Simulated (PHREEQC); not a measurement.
Solution (25 °C and 100 atm): 0.17 mol HF, 0.018 mol NaF, 0.082 mol H2SiF6 and 0.0036 mol H2SO4 per kg of water. It is in equilibrium with CO2 at log p = -1 (atm). Otherwise closed; pH follows from the charge balance.

The numbers come from PHREEQC with the ion-association model, phreeqc.dat.

```tsv
quantity	before	after
pH	0.92	1.84
ionic strength (mol/kgw)	0.254	0.0265
HF (mol/kgw)	0.184	0.0176
HSO4- (mol/kgw)	0.00285	0.000160
F- (mol/kgw)	0.00165	0.00103
HF2- (mol/kgw)	0.00110	6.66e-5
SI of Quartz (SiO2)	-6.41	-2.71
```

Problem. Which change was made?
A) H2SO4 from 0.0036 to 0.00324 mol/kgw
B) diluted 5-fold with water
C) temperature from 25 to 35 °C
D) diluted 10-fold with water

Solution. D, diluted 10-fold with water

This is a speciation only: nothing precipitates in the calculation. Under pressure, the constants of complexes without a molar volume in the database are unreliable. SiF6-2 is the database's only silicon fluoride.
